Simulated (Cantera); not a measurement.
Charge: 1 mol Si₃N₄, 1.1 mol H₂O, 37 mol H₂, at 1475 °C and 1 atm.

Cantera equilibrium calculation (NASA polynomials, part measured and part estimated; ideal gas, pure solids and liquids). Candidate condensed phases: H₂O, Si, SiO₂, Si₂N₂O, Si₃N₄; 35 gas species. Mutual solubility and eutectic melting of coexisting phases are not modelled. Gases not in the tables: Si₂H₆ and higher silanes. The numbers say what is thermodynamically allowed, not how fast it happens.

Base state: H₂ 0.990, N₂ 0.00957, H 0.000226, SiO 0.000101, SiH₂ 1.07e-5 (mole fractions); condensed: Si₂N₂O(s) + Si₃N₄(s).

Problem. What changes in the equilibrium state with this change: pressure from 1 atm to 10.0 mbar?

Solution. 
```json
[
 {"species": "H₂", "before": "0.990", "after": "0.922"},
 {"species": "N₂", "before": "0.00957", "after": "0.0485"},
 {"species": "SiO", "before": "0.000101", "after": "0.0267"},
 {"species": "Si", "before": "7.55e-7", "after": "0.000146"},
 {"species": "SiH", "before": "1.01e-6", "after": "1.86e-5"},
 {"species": "H", "before": "0.000226", "after": "0.00220"},
 {"species": "SiH₂", "before": "1.07e-5", "after": "1.90e-5"},
 {"species": "Si₂N₂O(s), mol", "before": "1.10", "after": "0"},
 {"species": "Si₃N₄(s), mol", "before": "0.268", "after": "0"},
 {"species": "Si(l), mol", "before": "0", "after": "1.89"}
]
```

Problem. What changes in the equilibrium state with this change: pressure from 1 atm to 1.10 mbar?

Solution. 
| species | before | after |
|---|---|---|
| H₂ | 0.990 | 0.917 |
| N₂ | 0.00957 | 0.0483 |
| SiO | 0.000101 | 0.0266 |
| Si | 7.55e-7 | 0.00133 |
| SiH | 1.01e-6 | 5.60e-5 |
| H | 0.000226 | 0.00661 |
| SiH₂ | 1.07e-5 | 1.88e-5 |
| Si₂N₂O(s), mol | 1.10 | 0 |
| Si₃N₄(s), mol | 0.268 | 0 |
| Si(l), mol | 0 | 1.84 |
